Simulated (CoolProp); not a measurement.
Properties of ammonia along the isotherm 459 K (Tc = 405.6 K, pc = 113.6 bar, ω = 0.256).

The numbers come from the reference Helmholtz-energy equation of state, Gao 2020 in CoolProp.

```tsv
p (bar)	phase	density (kg/m³)	isothermal compressibility (1/MPa)	viscosity (µPa s)
47.3	gas	23.54	0.2372	16.4
94.7	gas	54.16	0.1390	17.2
142	supercritical	97.65	0.1156	19.1
189	supercritical	164.7	0.1051	23.7
237	supercritical	249.9	0.06391	31.6
284	supercritical	309.3	0.03150	38.3
331	supercritical	346.4	0.01864	43.1
379	supercritical	372.9	0.01271	46.8
426	supercritical	392.6	0.009559	49.8
473	supercritical	408.7	0.007615	52.4
521	supercritical	422.4	0.006286	54.8
568	supercritical	434.1	0.005360	56.9
```

Viscosity comes from a separate model (Fenghour 1995).
